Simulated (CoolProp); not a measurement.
Aqueous ammonia as a coolant, 21 % by mass, freezing at -39.7 °C, 1 atm.

Computed with CoolProp (Melinder's fits for secondary coolants).

```tsv
T (°C)	viscosity (mPa s)	Prandtl number	cp (kJ/(kg K))	conductivity (W/(m K))
-11.8	3.40	34.4	4.250	0.420
-7.2	2.87	28.5	4.243	0.428
-2.6	2.45	23.9	4.236	0.436
2	2.12	20.2	4.230	0.444
6.6	1.85	17.3	4.225	0.452
11.2	1.62	14.9	4.221	0.460
15.8	1.43	12.9	4.217	0.468
20.4	1.26	11.2	4.213	0.476
```
